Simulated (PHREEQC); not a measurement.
A solution holds 110 mmol/kgw KHSO4, 0.039 mmol/kgw NH4BF4 and 0.095 mmol/kgw LiF, at 25 °C. Closed to the air; pH follows from the charge balance.

The numbers come from PHREEQC with the ion-association model, phreeqc.dat.

Each row changes one thing in this solution. This is a speciation only: nothing precipitates in the calculation.

```tsv
case	pH	ionic strength (mol/kgw)	K+ (mol/kgw)	HSO4- (mol/kgw)	SO4-2 (mol/kgw)	KSO4- (mol/kgw)
as made	1.41	0.191	0.102	0.0611	0.0406	0.00825
0.0013 mol/kgw NaCl added	1.41	0.193	0.102	0.0611	0.0406	0.00823
NH4BF4 left out	1.41	0.191	0.102	0.0611	0.0406	0.00824
LiF from 9.5e-05 to 9.5e-06 mol/kgw	1.41	0.191	0.102	0.0612	0.0406	0.00824
diluted 10-fold with water	2.16	0.0260	0.0107	0.00320	0.00750	0.000305
LiF from 9.5e-05 to 0.000475 mol/kgw	1.41	0.192	0.102	…	0.0407	0.00826
diluted 5-fold with water	1.93	0.0477	0.0211	…	0.0128	0.000875
```

Problem. Some entries are withheld; supply them.

Solution. 
- LiF from 9.5e-05 to 0.000475 mol/kgw, HSO4- (mol/kgw): 0.0610
- diluted 5-fold with water, HSO4- (mol/kgw): 0.00830

Real BF4- forms and hydrolyses slowly; the run takes it at equilibrium.
